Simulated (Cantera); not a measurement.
Hydrocarbon pyrolysis for carbon deposition

An isothermal, constant-pressure homogeneous reactor starts with 0.498 % C2H6, 99.5 % N2, at 1675 K and 1.00 atm.

Detailed kinetics in Cantera: GRI-Mech 3.0 (53 species, 325 reactions). GRI-Mech 3.0 stops at C3 and has no aromatics, soot or wall deposition, so with more carbon than oxygen in the feed, carbon stays in small species such as C2H2 where larger ones or solid carbon would form.

```csv
t (s),x C2H6,x CH2,x C2H4,x CH3,x C2H,x C2H2,x H2
0.000200,0.000212,3.14e-6,0.00224,0.000412,1.76e-7,0.00178,0.00526
0.000580,1.39e-5,4.96e-7,0.00109,0.000117,9.00e-8,0.00322,0.00697
0.00168,2.00e-6,8.33e-8,0.000409,4.48e-5,4.03e-8,0.00394,0.00774
0.00488,7.23e-7,3.21e-8,8.21e-5,2.71e-5,2.68e-8,0.00429,0.00812
0.0141,5.77e-7,2.75e-8,1.04e-5,2.43e-5,2.60e-8,0.00439,0.00830
0.0410,4.13e-7,2.35e-8,7.50e-6,2.06e-5,2.64e-8,0.00448,0.00853
0.119,1.98e-7,1.64e-8,4.91e-6,1.43e-5,2.70e-8,0.00461,0.00893
0.345,5.53e-8,8.79e-9,3.33e-6,7.56e-6,2.77e-8,0.00476,0.00936
1.00,9.81e-9,3.74e-9,2.91e-6,3.19e-6,2.81e-8,0.00485,0.00964
```
x: mole fraction; the columns are a selection and need not sum to one.

Equilibrium at this temperature and pressure: C2H6 4.21e-12, CH2 7.19e-11, C2H4 1.61e-7, CH3 6.10e-8, C2H 1.59e-9, C2H2 0.000274, H2 0.00984 (gas phase only).
